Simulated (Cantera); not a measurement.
Input: 1 mol Ca(OH)₂, 0.45 mol C, 0.67 mol H₂, held at 1775 K and 0.100 bar.

These are equilibrium values from Cantera (NASA tables, ideal gas, pure condensed phases), not measurements of a reactor. The numbers say what is thermodynamically allowed, not how fast it happens.

| species | before | after |
|---|---|---|
| H₂ | 0.550 | 0.541 |
| H₂O | 0.237 | 0.240 |
| CO | 0.190 | 0.194 |
| H | 0.000679 | 0.00613 |
| CO₂ | 0.0221 | 0.0178 |
| Ca(OH)₂ | 3.34e-6 | 4.25e-5 |
| CaOH | 3.93e-7 | 2.27e-5 |
| OH | 1.82e-5 | 0.000310 |
| CaO(s), mol | 1.000 | 1.000 |
Gas species are given as mole fractions.

Problem. Which change was made?
A) pressure from 0.100 bar to 13.3 mbar
B) H₂ from 0.67 to 0.19 mol
C) H₂ from 0.67 to 2.9 mol
D) temperature from 1775 K to 2073.15 K

Solution. D, temperature from 1775 K to 2073.15 K
